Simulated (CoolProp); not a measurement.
Vapour pressure (bar) of n-butane: the reference equation beside estimates from Tc = 425.1 K, pc = 37.96 bar, ω = 0.201. Clausius-Clapeyron is anchored at 314.5 K with a constant enthalpy of vaporisation of 19.99 kJ/mol.

Computed with CoolProp (reference Helmholtz-energy equation of state, Bücker 2006).

```json
[
 {"T (K)": "281.8", "reference": "1.416", "Clausius-Clapeyron": "1.618", "van der Waals": "5.728", "Redlich-Kwong": "2.059", "Soave-Redlich-Kwong": "1.407", "Peng-Robinson": "…"},
 {"T (K)": "292.7", "reference": "2.046", "Clausius-Clapeyron": "2.224", "van der Waals": "6.989", "Redlich-Kwong": "…", "Soave-Redlich-Kwong": "2.042", "Peng-Robinson": "2.040"},
 {"T (K)": "303.6", "reference": "…", "Clausius-Clapeyron": "…", "van der Waals": "8.420", "Redlich-Kwong": "3.921", "Soave-Redlich-Kwong": "2.877", "Peng-Robinson": "2.863"},
 {"T (K)": "314.5", "reference": "3.930", "Clausius-Clapeyron": "3.930", "van der Waals": "10.03", "Redlich-Kwong": "5.204", "Soave-Redlich-Kwong": "3.950", "Peng-Robinson": "3.918"},
 {"T (K)": "325.3", "reference": "5.242", "Clausius-Clapeyron": "5.065", "van der Waals": "11.81", "Redlich-Kwong": "6.744", "Soave-Redlich-Kwong": "5.285", "Peng-Robinson": "5.232"},
 {"T (K)": "336.2", "reference": "6.872", "Clausius-Clapeyron": "6.436", "van der Waals": "…", "Redlich-Kwong": "8.596", "Soave-Redlich-Kwong": "6.948", "Peng-Robinson": "6.868"},
 {"T (K)": "347.1", "reference": "…", "Clausius-Clapeyron": "8.057", "van der Waals": "15.98", "Redlich-Kwong": "10.77", "Soave-Redlich-Kwong": "8.971", "Peng-Robinson": "8.861"},
 {"T (K)": "358", "reference": "11.22", "Clausius-Clapeyron": "9.948", "van der Waals": "18.37", "Redlich-Kwong": "13.30", "Soave-Redlich-Kwong": "11.40", "Peng-Robinson": "11.26"},
 {"T (K)": "368.8", "reference": "14.01", "Clausius-Clapeyron": "12.11", "van der Waals": "20.95", "Redlich-Kwong": "16.17", "Soave-Redlich-Kwong": "14.24", "Peng-Robinson": "14.07"}
]
```

Complete the blanks.


- 281.8, Peng-Robinson: 1.412
- 292.7, Redlich-Kwong: 2.882
- 303.6, reference: 2.873
- 303.6, Clausius-Clapeyron: 2.986
- 336.2, van der Waals: 13.79
- 347.1, reference: 8.851

Absolute difference from the reference over all 9 rows, mean and median: Clausius-Clapeyron 7.8 and 8.7 %, van der Waals 146.0 and 125.3 %, Redlich-Kwong 29.4 and 28.7 %, Soave-Redlich-Kwong 0.9 and 0.8 %, Peng-Robinson 0.3 and 0.3 %.
